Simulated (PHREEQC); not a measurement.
## Acid mine or pickling water: an equilibrium model

A made-up water analysis in mg/L, 25 °C, pH 3.47, pe 12.2: Na 554; K 138; Ca 514; Mg 33.7; Cl 43.3; S(6) as SO4 2700; Cu(2) 5.85; Zn 21.6; Al 2.31.

Valence states are taken as typed.

All values are PHREEQC results (ion-association model, phreeqc.dat), not measurements.

```
Quantity                       Value
--------------------  --------------
ionic strength        0.0742 mol/kgw
specific conductance      4600 µS/cm
density                  1.001 g/cm³
total alkalinity       -0.770 meq/kg
charge-balance error           0.5 %
```

```
species  molality  activity   log γ
-------  --------  --------  ------
Na+        0.0232    0.0186  -0.096
SO4-2      0.0207   0.00851  -0.387
Ca+2      0.00788   0.00335  -0.372
CaSO4     0.00498   0.00507   0.007
K+        0.00335   0.00263  -0.105
Cl-       0.00123  0.000966  -0.104
NaSO4-   0.000985  0.000794  -0.094
Mg+2     0.000748  0.000328  -0.358
MgSO4    0.000644  0.000655   0.007
H+       0.000405  0.000339  -0.077
```

This is a speciation only: nothing precipitates in the calculation. Complexes and solids missing from the database can't appear.
